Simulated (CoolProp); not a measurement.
Sulfur dioxide at 216.3 K and 0.97 MPa is throttled through a valve to 0.654 MPa with no heat exchange. Each further row changes one setting.

Model: reference Helmholtz-energy equation of state, Gao 2016, in CoolProp.

| case | temperature change (K) |
|---|---|
| as stated | +0.1 |
| outlet pressure 0.196 MPa | +0.2 |
| outlet pressure 0.85 MPa | +0.0 |
